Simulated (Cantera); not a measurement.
Input (Python, Cantera) and output of one run.

```python
import numpy as np
import cantera as ct

gas_names = """
    H HO2 H2 H2O H2O2 O OH O2 O3 V VO VO2
""".split()
cond_names = """
    H2O(s) H2O(L) V(cr) V(L) VO(s) VO(L) V2O3(s) V2O3(L) V2O4(I) V2O4(II) V2O4(L) V2O5(s) V2O5(L)
""".split()


def load(file, names, dense=False):
    # The tables refer to 1 bar. Condensed volumes are neglected.
    table = {s.name: s for s in ct.Species.list_from_file(file)}
    out = []
    for n in names:
        d = dict(table[n].input_data)
        d["thermo"] = dict(d["thermo"], **{"reference-pressure": 1e5})
        if dense:
            d["equation-of-state"] = {"model": "constant-volume", "density": "1e6 g/cm^3"}
        out.append(ct.Species.from_dict(d))
    return out


gas = ct.Solution(thermo="ideal-gas", species=load("nasa_gas.yaml", gas_names))
cond = {s.name: ct.Solution(thermo="fixed-stoichiometry", species=[s], name=s.name)
        for s in load("nasa_condensed.yaml", cond_names, dense=True)}
atoms = {
    'V2O5': {'V': 2, 'O': 5},
    'H2': {'H': 2},
    'H2O': {'H': 2, 'O': 1},
}
top_T = {}  # K; cautious upper limits of use, not melting points


def equilibrate(T, P, feed):
    n = {}
    for name, mol in feed.items():
        for a, k in atoms[name].items():
            n[a] = n.get(a, 0.0) + k * mol
    gas.TPX = T, P, n
    mass = sum(n.values()) * gas.mean_molecular_weight
    gas.equilibrate("TP")
    valid = [c for c in cond.values() if c.min_temp <= T <= top_T.get(c.name, c.max_temp)]
    mix = ct.Mixture([(gas, mass / gas.mean_molecular_weight)] + [(c, 0.0) for c in valid])
    mix.T, mix.P = T, P
    mix.equilibrate("TP", solver="vcs", rtol=1e-11, max_steps=5000)
    return mix


results = []
T = 1448  # K
P = 7500  # Pa
for m in [41, 64, 98, 150, 230, 360, 550, 850, 1300]:
    feed = {'V2O5': 1, 'H2': m, 'H2O': 0.41}  # mol
    mix = equilibrate(T, P, feed)
    results.append((T, P, feed, dict(zip(mix.species_names, mix.species_moles))))

top = {s: max(r[3][s] / sum(r[3][g] for g in gas_names) for r in results) for s in gas_names}
cols = sorted((s for s in top if top[s] > 0.001), key=lambda s: -top[s])[:7]
seen = [c for c in cond_names if any(r[3].get(c, 0) > 1e-12 for r in results)]
print("log10 of partial pressures in bar; condensed amounts in mol")
print(f"{'n(H2)':>10s}" + "".join(f"{s[:9]:>10s}" for s in cols + seen))
for T, P, feed, n in results:
    ng = sum(n[g] for g in gas_names)
    print(f"{feed['H2']:10.4g}" + "".join(f"{np.log10(max(n[s] / ng * P / 1e5, 1e-99)):10.3f}" for s in cols)
          + "".join(f"{n.get(c, 0):10.4g}" for c in seen))
```

It prints:

```
log10 of partial pressures in bar; condensed amounts in mol
     n(H2)        H2       H2O     VO(s)   V2O3(s)
        41    -1.151    -2.360         0         1
        64    -1.142    -2.552         0         1
        98    -1.136    -2.736         0         1
       150    -1.132    -2.920         0         1
       230    -1.130    -3.105         0         1
       360    -1.128    -3.300         0         1
       550    -1.127    -3.484         0         1
       850    -1.126    -3.673         0         1
      1300    -1.126    -3.706         2         0
```

Method: chemical equilibrium by Gibbs-energy minimisation in Cantera with the NASA 1993 tables (ideal gas, pure condensed phases). VO: taken at fixed stoichiometry. Condensed phases not in the tables: the oxides between V2O3 and V2O5 other than VO2.
